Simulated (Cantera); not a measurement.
**Adiabatic ignition**

An adiabatic, constant-pressure homogeneous reactor starts with CH4 : CO : O2 : N2 : H2O = 1 : 0.59 : 4.03 : 15.1 : 1.4 (molar parts), equivalence ratio 0.57, at 1173 K and 100000 Pa.

Detailed kinetics in Cantera: GRI-Mech 3.0 (53 species, 325 reactions).

```csv
t (s),T (K),x CH4,x CO,x O2,x NO2,x N2O,x C2H2,x HCO
1.00e-5,1173,0.0452,0.0267,0.182,<1e-12,<1e-12,<1e-12,<1e-12
4.30e-5,1173,0.0452,0.0267,0.182,<1e-12,<1e-12,<1e-12,<1e-12
0.000185,1173,0.0452,0.0267,0.182,<1e-12,<1e-12,<1e-12,<1e-12
0.000794,1173,0.0452,0.0267,0.182,<1e-12,<1e-12,<1e-12,<1e-12
0.00341,1173,0.0452,0.0267,0.182,<1e-12,3.91e-12,<1e-12,3.10e-12
0.0147,1174,0.0451,0.0267,0.182,<1e-12,4.48e-11,1.43e-10,5.71e-11
0.0630,2249,<1e-12,0.00212,0.0787,1.06e-7,3.84e-7,<1e-12,9.79e-11
0.271,2239,<1e-12,0.00202,0.0760,4.14e-6,3.89e-7,<1e-12,8.84e-11
1.16,2236,<1e-12,0.00199,0.0750,5.54e-6,3.97e-7,<1e-12,8.52e-11
5.00,2236,<1e-12,0.00199,0.0750,5.54e-6,3.97e-7,<1e-12,8.52e-11
```
x: mole fraction; the columns are a selection and need not sum to one.

* **time of steepest temperature rise**: 60.3 ms
* **temperature at 5.00 s**: 2236 K
* **equilibrium temperature**: 2236 K
* **x(CH4) at 5.00 s**: <1e-12 (gas-phase equilibrium <1e-12)
* **x(CO) at 5.00 s**: 0.00199 (gas-phase equilibrium 0.00199)
* **x(O2) at 5.00 s**: 0.0750 (gas-phase equilibrium 0.0750)
